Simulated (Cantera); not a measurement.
Input: 1 mol SiH4, 3 mol NO, a varied amount of H2, held at 1502 °C and 49.0 mbar.

Method: chemical equilibrium by Gibbs-energy minimisation in Cantera with the NASA 1993 tables (ideal gas, pure condensed phases). Candidate condensed phases: H2O, Si, SiO2, Si2N2O, Si3N4; 35 gas species. The tables hold silica as quartz up to 1696 K and as liquid above; real silica turns to tridymite and cristobalite and melts near 1996 K. Rates play no part.

x: gas mole fraction; n: condensed amount in mol.

```
n(H2) (mol)   x H2    x N2   x H2O  x SiO      x H  n SiO2(condensed)
-----------  -----  ------  ------  -----  -------  -----------------
5.7          0.727   0.163   0.109      ?  0.00111              0.998
13           0.847  0.0908  0.0609      ?  0.00120              0.994
21           0.896  0.0612  0.0414      ?  0.00124              0.986
29           0.920  0.0461  0.0315      ?  0.00125              0.974
37           0.935  0.0370  0.0256      ?  0.00126              0.960
44           0.944  0.0315  0.0222      ?  0.00127              0.945
52           0.951  0.0270  0.0193      ?  0.00128              0.925
```

Question: What belongs in the gaps?

Answer: 
- 5.7, x SiO: 0.000182
- 13, x SiO: 0.000379
- 21, x SiO: 0.000591
- 29, x SiO: 0.000797
- 37, x SiO: 0.000995
- 44, x SiO: 0.00116
- 52, x SiO: 0.00134
